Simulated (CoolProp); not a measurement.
Values from CoolProp's reference Helmholtz-energy equation of state, Lemmon 2004. It is a short technical equation, of lower accuracy than the large ones.

### Question
Give the vapour pressure (kPa), vapour density (kg/m³), surface tension (mN/m) of saturated n-dodecane at 531.3 K.

### Answer
```
T (K)  p (kPa)  vapour density (kg/m³)  surface tension (mN/m)
-----  -------  ----------------------  ----------------------
531.3      250                    11.2                    7.01
```

Surface tension comes from a separate correlation (Mulero 2012).
